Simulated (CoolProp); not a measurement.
The fluid at 313 K and 0.627 MPa flows at 0.49 m/s in a round tube of 4.6 mm bore and 15 µm roughness, fully developed (64/Re and Nu = 3.66 if laminar; Colebrook and Gnielinski if turbulent). The same conditions are run with several fluids, on thermodynamics alone (safety and materials aside).

Values from CoolProp's reference Helmholtz-energy equation of state of each fluid (R236EA: Rui 2013; R11: Jacobsen 1992; n-heptane: Span 2003).

### Question
Rank R236EA, R11, n-heptane by Reynolds number, highest first.

### Answer
R236EA (9840), R11 (8610), n-heptane (4480)

```
fluid      Darcy friction factor  pressure drop (Pa/m)  heat-transfer coefficient (W/(m² K))  mass flow (kg/h)
---------  ---------------------  --------------------  ------------------------------------  ----------------
R236EA                    0.0356                  1280                                  1250              40.4
R11                       0.0365                  1370                                  1090              42.3
n-heptane                 0.0419                   731                                   928              19.6
```

Transport values come from each fluid's own correlations; those of R236EA, R11 are estimates that may be off by 10 % or more.
